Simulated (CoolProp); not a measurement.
Dodecamethylcyclohexasiloxane (D6) along the isotherm 346.85 °C: fugacity coefficient from the reference equation and from simpler models built on Tc = 372.6 °C, pc = 961.4 kPa, ω = 0.736; each cubic takes its own stable root.

Values from CoolProp's reference Helmholtz-energy equation of state, Colonna 2008. It is a short technical equation, of lower accuracy than the large ones.

```tsv
p (kPa)	phase	reference	van der Waals	Redlich-Kwong
801	liquid	0.5831	___	0.6736
1600	liquid	0.3325	0.4434	___
2400	liquid	0.2506	0.3525	0.3017
3200	liquid	0.2116	0.3122	0.2576
4010	liquid	0.1897	0.2929	0.2331
4810	liquid	0.1769	0.2852	0.2190
5610	liquid	0.1693	0.2846	___
6410	liquid	0.1651	0.2891	0.2069
7210	liquid	0.1633	0.2975	0.2057
8010	liquid	0.1633	___	0.2066
8810	liquid	0.1647	0.3244	0.2092
9610	liquid	0.1673	0.3424	0.2134
```

Problem. What belongs in the gaps?

Solution. 
- 801, van der Waals: 0.7220
- 1600, Redlich-Kwong: 0.3941
- 5610, Redlich-Kwong: 0.2110
- 8010, van der Waals: 0.3094

At some of these states van der Waals gives the other phase, because its saturation line lies elsewhere.
